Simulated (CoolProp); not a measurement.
Computed with CoolProp (reference Helmholtz-energy equation of state, Span 2000).

Question: Give the vapour pressure (MPa), liquid density (kg/m³), liquid cp (kJ/(kg K)), vapour Z of saturated nitrogen at 73.2, 97.6 K.

Answer: 
| T (K) | p (MPa) | liquid density (kg/m³) | liquid cp (kJ/(kg K)) | vapour Z |
|---|---|---|---|---|
| 73.2 | 0.0602 | 825 | 2.02 | 0.970 |
| 97.6 | 0.656 | 704 | 2.26 | 0.841 |
